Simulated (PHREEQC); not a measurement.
Solution (75 °C): 0.04 mol HF and 0.0044 mol NH4F per kg of water. Closed to the air; pH follows from the charge balance.

Model: ion-association model, wateq4f.dat, run in PHREEQC.

| Item | Result |
|---|---|
| pH | 2.74 |
| ionic strength | 0.00637 mol/kgw |
| total alkalinity | -40.0 meq/kg |

```json
[
 {"species": "HF", "molality": "0.0362", "activity": "0.0362", "log γ": "0.001"},
 {"species": "F-", "molality": "0.00550", "activity": "0.00501", "log γ": "-0.041"},
 {"species": "NH4+", "molality": "0.00440", "activity": "0.00401", "log γ": "-0.041"},
 {"species": "H+", "molality": "0.00197", "activity": "0.00181", "log γ": "-0.036"},
 {"species": "HF2-", "molality": "0.000866", "activity": "0.000788", "log γ": "-0.041"},
 {"species": "H2F2", "molality": "0.000482", "activity": "0.000483", "log γ": "0.001"},
 {"species": "NH3", "molality": "2.54e-8", "activity": "2.54e-8", "log γ": "0.000"}
]
```

Precipitation was switched off in this run. Complexes and solids missing from the database can't appear. At this temperature some constants are extrapolated from 25 °C, and those without enthalpy data are left unchanged.
